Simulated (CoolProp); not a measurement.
Values from CoolProp's reference Helmholtz-energy equation of state, Gao 2020.

For ammonia, give the phase and the density (kg/m³), cp (kJ/(kg K)), expansivity (1/kK), viscosity (µPa s) at 313.55 °C and 4640 kPa; 313.55 °C and 31600 kPa.


- 313.55 °C and 4640 kPa: gas; density 16.8, cp 2.81, expansivity 1.99, viscosity 21.4
- 313.55 °C and 31600 kPa: supercritical; density 141, cp 4.25, expansivity 3.98, viscosity 26.8

Viscosity comes from a separate model (Fenghour 1995).
